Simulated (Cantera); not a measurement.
Charge: 1 mol H2S, 0.02 mol O2, at 0.623 Torr.

Cantera equilibrium calculation (NASA polynomials, part measured and part estimated; ideal gas, pure solids and liquids). Candidate condensed phases: H2O, H2SO4, S; 34 gas species. Ions and electrons are included (thermal ionisation). Kinetics and transport are ignored.

x: gas mole fraction; nothing condenses.

| T (°C) | x H | x H2 | x S | x S2 | x SH | x H2O | x SO | x O |
|---|---|---|---|---|---|---|---|---|
| 1727 | 0.0428 | 0.576 | 0.0570 | 0.266 | 0.0280 | 0.0154 | 0.00881 | 6.21e-6 |
| 1977 | 0.170 | 0.435 | 0.187 | 0.155 | 0.0304 | 0.00666 | 0.0139 | 0.000106 |
| 2227 | 0.402 | 0.212 | 0.311 | 0.0418 | 0.0163 | 0.00206 | 0.0128 | 0.00101 |
| 2477 | 0.584 | 0.0605 | 0.330 | 0.00694 | 0.00489 | 0.000353 | 0.00727 | 0.00559 |
| 2727 | 0.641 | [?] | 0.329 | [?] | [?] | [?] | [?] | [?] |
| 2977 | 0.654 | 0.00344 | 0.329 | 0.000363 | 0.000435 | 1.48e-6 | 0.000448 | 0.0127 |
| 3227 | 0.657 | 0.00103 | 0.329 | 0.000114 | 0.000161 | 1.19e-7 | 0.000112 | 0.0130 |
| 3477 | 0.657 | 0.000357 | 0.329 | 4.16e-5 | 6.75e-5 | 1.29e-8 | 3.30e-5 | 0.0131 |
| 3727 | 0.658 | [?] | 0.329 | [?] | [?] | [?] | [?] | 0.0131 |
| 3977 | 0.658 | 6.23e-5 | 0.329 | 7.88e-6 | 1.60e-5 | 3.31e-10 | 4.34e-6 | 0.0131 |
| 4227 | 0.657 | 3.00e-5 | 0.328 | 3.93e-6 | 8.74e-6 | 7.14e-11 | 1.86e-6 | 0.0131 |
| 4477 | 0.657 | 1.56e-5 | 0.327 | 2.09e-6 | 5.07e-6 | 1.81e-11 | 8.69e-7 | 0.0131 |
| 4727 | 0.656 | 8.64e-6 | 0.325 | 1.18e-6 | 3.09e-6 | 5.24e-12 | 4.36e-7 | 0.0131 |

### Question
What belongs in the gaps?

### Answer

- 3727, x H2: 0.000141
- 3727, x S2: 1.72e-5
- 3727, x SH: 3.15e-5
- 3727, x H2O: 1.85e-9
- 3727, x SO: 1.12e-5
- 2727, x H2: 0.0137
- 2727, x S2: 0.00140
- 2727, x SH: 0.00136
- 2727, x H2O: 2.45e-5
- 2727, x SO: 0.00202
- 2727, x O: 0.0110
